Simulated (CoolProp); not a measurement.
Saturation properties of methanol (Tc = 240.2 °C, pc = 8216 kPa, ω = 0.565).

The numbers come from the reference Helmholtz-energy equation of state, de Reuck 1993 in CoolProp.

```tsv
T (°C)	p (kPa)	enthalpy of vaporisation (kJ/kg)	liquid cp (kJ/(kg K))	vapour Z	surface tension (mN/m)
16.85	10.97	1181	2.487	0.9797	22.8
35.05	28.09	1153	2.600	0.9699	21.3
53.25	64.02	1122	2.733	0.9572	19.8
71.45	132.5	1087	2.887	0.9405	18.2
89.65	___	1047	3.060	0.9188	16.6
107.85	450.3	1001	3.256	0.8909	14.8
126.15	759.2	946.8	___	0.8550	13.0
144.35	1215	882.5	3.746	0.8098	11.1
162.55	___	806.3	4.074	0.7543	9.00
180.75	2758	720.1	4.516	0.6935	6.85
198.95	3948	627.0	5.218	0.6332	4.62
217.15	5503	495.3	6.948	0.5334	2.38
```

**Question.** Complete the blanks.

**Answer.** 
- 89.65, p (kPa): 252.7
- 126.15, liquid cp (kJ/(kg K)): 3.482
- 162.55, p (kPa): 1864

It boils at 64.5 °C under 1 atm.

Surface tension comes from a separate correlation (Mulero 2012).
